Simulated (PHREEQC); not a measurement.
**Hard or scaling water: an equilibrium model**

A solution holds 0.00015 mol CaSO4, 0.00043 mol NaHCO3 and 0.00054 mol NaCl per kg of water, at 20 °C. Closed to the air; pH follows from the charge balance.

Equilibrium calculation in PHREEQC: ion-association model, wateq4f.dat.

```
Item                        Value
----------------  ---------------
pH                           8.25
ionic strength    0.00156 mol/kgw
total alkalinity     0.430 meq/kg
```

```tsv
species	molality	activity	log γ
Na+	0.000969	0.000928	-0.019
Cl-	0.000540	0.000517	-0.019
HCO3-	0.000420	0.000402	-0.019
SO4-2	0.000147	0.000123	-0.075
Ca+2	0.000146	0.000123	-0.075
CO2	5.44e-6	5.44e-6	0.000
CO3-2	3.58e-6	3.01e-6	-0.075
CaSO4	2.88e-6	2.88e-6	0.000
OH-	1.26e-6	1.21e-6	-0.019
CaHCO3+	6.04e-7	5.79e-7	-0.019
NaSO4-	5.80e-7	5.55e-7	-0.019
CaCO3	5.66e-7	5.66e-7	0.000
NaHCO3	2.10e-7	2.10e-7	0.000
NaCO3-	4.20e-8	4.02e-8	-0.019
H+	5.86e-9	5.62e-9	-0.018
```

Precipitation was switched off in this run.
